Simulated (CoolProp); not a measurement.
The fluid at 444.41 K and 0.471 MPa is throttled through a valve to 0.196 MPa with no heat exchange. The same conditions are run with several fluids, on thermodynamics alone (safety and materials aside).

The numbers come from the reference Helmholtz-energy equation of state of each fluid (carbon dioxide: Span 1996; nitrous oxide: Lemmon 2006; R123: Younglove 1994; R507A: Lemmon 2003; n-pentane: Thol 2019) in CoolProp. Blends and air are pseudo-pure fits.

**Question.** Rank carbon dioxide, nitrous oxide, R123, R507A, n-pentane by temperature change (K), highest first.

**Answer.** carbon dioxide (-1.1), nitrous oxide (-1.2), R507A (-1.4), n-pentane (-2.7), R123 (-3.1)

```csv
fluid,final density (kg/m³)
carbon dioxide,2.35
nitrous oxide,2.35
R123,8.35
R507A,5.30
n-pentane,3.95
```
